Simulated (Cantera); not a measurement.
Feed: 1 mol TiO2, a varied amount of Cl2, 20 mol O2, at 1575 °C and 0.133 bar.

Method: chemical equilibrium by Gibbs-energy minimisation in Cantera with the NASA 1993 tables (ideal gas, pure condensed phases). Candidate condensed phases: Ti, TiCl2, TiCl3, TiCl4, TiO, TiO2, Ti2O3, Ti3O5, Ti4O7; 15 gas species. Rates play no part.

log p: log10 of the partial pressure in bar; n: condensed amount in mol.

```csv
n(Cl2) (mol),log p O2,log p Cl,log p Cl2,log p ClO,n TiO2(rutile)
3.9,-1.00,-1.55,-2.29,-3.82,0.999
7.8,(withheld),(withheld),(withheld),-3.70,0.996
12,(withheld),(withheld),(withheld),-3.66,0.989
16,-1.23,-1.26,-1.71,-3.64,0.978
20,-1.28,-1.23,-1.65,-3.64,0.964
24,-1.33,-1.21,-1.61,-3.64,0.947
28,-1.37,-1.19,-1.58,-3.65,0.926
32,-1.41,-1.18,-1.55,-3.65,0.901
```

Question: Fill in the missing entries.

Answer: 
- 7.8, log p O2: -1.09
- 7.8, log p Cl: -1.39
- 7.8, log p Cl2: -1.96
- 12, log p O2: -1.17
- 12, log p Cl: -1.31
- 12, log p Cl2: -1.80
